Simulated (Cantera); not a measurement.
A closed system holds: 1 mol Si3N4, a varied amount of O2, 4.4 mol H2, held at 1327 °C and 0.140 Pa.

Cantera equilibrium calculation (NASA polynomials, part measured and part estimated; ideal gas, pure solids and liquids). Candidate condensed phases: H2O, Si, SiO2, Si2N2O, Si3N4; 35 gas species. The tables' values for SiN are old estimates; treat these amounts as uncertain. Rates play no part.

**Question.** At 0.071 mol O2, list the 6 most abundant gas species with their mole fractions, and the condensed phases.

**Answer.** H2 0.596, N2 0.279, Si 0.0696, H 0.0355, SiO 0.0198, Si2 0.000174. Condensed: Si(s).
